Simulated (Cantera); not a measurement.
A perfectly stirred reactor is fed with CH4 : C2H6 : O2 : N2 = 1 : 0.078 : 2.53 : 8.84 (molar parts), equivalence ratio 0.90, at 1.20 bar; it is adiabatic with a 650 K inlet, and is followed from long to short residence time, starting on the burning branch (τ in s: 0.26, 0.083, 0.027, 0.0086, 0.0028, 0.0009, 0.00029, 9.4e-05, 3e-05).

Computed with Cantera and GRI-Mech 3.0 (53 species, 325 reactions).

Q: What does this change do: N2 8.84 to 12 parts?

A: 
| quantity | before | after |
|---|---|---|
| blow-out, bracketed by the residence times tried | burning at 30.0 µs, the shortest tried | burning at 94.0 µs, out at 30.0 µs |
| x(CH4) at τ = 0.260 s | 4.37e-7 | 1.26e-6 |
| x(C2H6) at τ = 0.260 s | 4.11e-9 | 1.17e-8 |
| x(O2) at τ = 0.260 s | 0.0224 | 0.0168 |
| x(NO) at τ = 0.260 s | 0.00502 | 0.00129 |
| x(H2O2) at τ = 0.260 s | 1.51e-7 | 6.29e-8 |
| x(CH4) at τ = 2.80 ms | 2.54e-5 | 3.94e-5 |
| x(C2H6) at τ = 2.80 ms | 3.54e-7 | 6.95e-7 |
| x(O2) at τ = 2.80 ms | 0.0280 | 0.0221 |
| x(NO) at τ = 2.80 ms | 0.000615 | 0.000152 |
| x(H2O2) at τ = 2.80 ms | 1.63e-7 | 1.52e-7 |

Q: What does this change do: pressure from 1.20 bar to 0.740 bar?

A: 
```json
[
 {"quantity": "blow-out, bracketed by the residence times tried", "before": "burning at 30.0 µs, the shortest tried", "after": "burning at 94.0 µs, out at 30.0 µs"},
 {"quantity": "x(CH4) at τ = 0.260 s", "before": "4.37e-7", "after": "6.28e-7"},
 {"quantity": "x(C2H6) at τ = 0.260 s", "before": "4.11e-9", "after": "6.06e-9"},
 {"quantity": "x(O2) at τ = 0.260 s", "before": "0.0224", "after": "0.0233"},
 {"quantity": "x(NO) at τ = 0.260 s", "before": "0.00502", "after": "0.00469"},
 {"quantity": "x(H2O2) at τ = 0.260 s", "before": "1.51e-7", "after": "1.15e-7"},
 {"quantity": "x(CH4) at τ = 2.80 ms", "before": "2.54e-5", "after": "3.22e-5"},
 {"quantity": "x(C2H6) at τ = 2.80 ms", "before": "3.54e-7", "after": "5.11e-7"},
 {"quantity": "x(O2) at τ = 2.80 ms", "before": "0.0280", "after": "0.0304"},
 {"quantity": "x(NO) at τ = 2.80 ms", "before": "0.000615", "after": "0.000405"},
 {"quantity": "x(H2O2) at τ = 2.80 ms", "before": "1.63e-7", "after": "1.26e-7"}
]
```
